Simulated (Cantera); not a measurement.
Feed: 1 mol Cu, 0.19 mol H2O, 100 mol H2, held at 1598.15 K and 133 Pa.

Method: chemical equilibrium by Gibbs-energy minimisation in Cantera with the NASA 1993 tables (ideal gas, pure condensed phases). Candidate condensed phases: Cu, CuO, Cu(OH)2, Cu2O, H2O; 12 gas species. Rates play no part.

Base state: H2 0.987, Cu 0.00987, H2O 0.00188, H 0.00145 (mole fractions); condensed: gas only.

Problem. What changes in the equilibrium state with this change: temperature from 1598.15 K to 625 K?

Solution. 
```json
[
 {"species": "H2", "before": "0.987", "after": "0.998"},
 {"species": "H2O", "before": "0.00188", "after": "0.00190"},
 {"species": "Cu", "before": "0.00987", "after": "<1e-9"},
 {"species": "H", "before": "0.00145", "after": "<1e-9"},
 {"species": "Cu(s), mol", "before": "0", "after": "1.00"}
]
```

Problem. What changes in the equilibrium state with this change: temperature from 1598.15 K to 1675 K?

Solution. 
```tsv
species	before	after
H2	0.987	0.985
Cu	0.00987	0.00986
H	0.00145	0.00316
H2O	0.00188	0.00187
```
